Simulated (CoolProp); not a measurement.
Tetradecamethylhexasiloxane (MD4M) at 492.52 K and 0.00551 MPa is compressed adiabatically to 0.0264 MPa with isentropic efficiency 0.8. Each further row changes one setting.

The numbers come from the reference Helmholtz-energy equation of state, Thol 2019 in CoolProp.

| case | work (kJ/kg) | final temperature (K) | final density (kg/m³) |
|---|---|---|---|
| as stated | ? | ? | 3.01 |
| efficiency 1 | ? | ? | ? |
| efficiency 0.65 | ? | ? | ? |

Question: Fill in the missing entries.

Answer: 
- as stated, work (kJ/kg): 17.3
- as stated, final temperature (K): 502.5
- efficiency 1, work (kJ/kg): 13.8
- efficiency 1, final temperature (K): 500.6
- efficiency 1, final density (kg/m³): 3.03
- efficiency 0.65, work (kJ/kg): 21.3
- efficiency 0.65, final temperature (K): 504.6
- efficiency 0.65, final density (kg/m³): 3.00
